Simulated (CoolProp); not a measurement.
Vapour-liquid equilibrium of R152A (1) + isobutene (2) at 0.0608 MPa; x and y are mole fractions of (1).

Model: multi-fluid Helmholtz-energy mixture model, Outcalt 1996 and Lemmon 2005; pair parameters Bell 2016, in CoolProp.

**Question.** Give the bubble temperature and the first vapour's composition at x = 0.05, 0.5, 0.65. Is there an azeotrope?

**Answer.** x = 0.05: 249.0 K, y = 0.227; x = 0.5: 237.9 K, y = 0.673; x = 0.65: 237.3 K, y = 0.726. y crosses x between x = 0.65 and 0.8: the model has an azeotrope there.

The pair parameters rest on a limited set of measurements; away from them the model extrapolates.
